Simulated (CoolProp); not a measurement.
The fluoroketone C6F12O (FK-5-1-12) at several states: fugacity coefficient from the reference equation and from simpler models built on Tc = 441.8 K, pc = 18.69 bar, ω = 0.471; each cubic takes its own stable root.

Model: reference Helmholtz-energy equation of state, McLinden 2015, in CoolProp.

```csv
T (K),p (bar),phase,reference,Redlich-Kwong,Soave-Redlich-Kwong,Peng-Robinson
309.9,2.86,liquid,0.2200,0.5403,0.2217,0.2221
447.2,2.75,gas,0.9514,0.9520,0.9525,0.9472
437.3,55,liquid,0.2859,0.3102,0.3054,0.2847
185.8,4.06,liquid,1.694e-5,0.0006952,2.156e-5,(withheld)
251.4,11.7,liquid,(withheld),(withheld),0.003394,0.003574
443.1,0.825,gas,0.9848,0.9851,0.9852,0.9835
```

Question: Fill in the missing entries.

Answer: 
- 185.8, Peng-Robinson: 2.732e-5
- 251.4, reference: 0.003290
- 251.4, Redlich-Kwong: 0.02020
